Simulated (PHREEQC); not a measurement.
Consider water at 60 °C with 0.077 mol KNO3 per kg of water. Closed to the air; pH follows from the charge balance.

Model: ion-association model, phreeqc.dat, run in PHREEQC.

| Quantity | Value |
|---|---|
| ionic strength | 0.0770 mol/kgw |
| specific conductance | 17900 µS/cm |
| density | 0.988 g/cm³ |

```tsv
species	molality	activity	log γ
K+	0.0770	0.0593	-0.113
NO3-	0.0770	0.0586	-0.118
H+	3.89e-7	3.22e-7	-0.083
OH-	3.89e-7	2.99e-7	-0.114
```

No solid was allowed to form. At this temperature some constants are extrapolated from 25 °C, and those without enthalpy data are left unchanged.
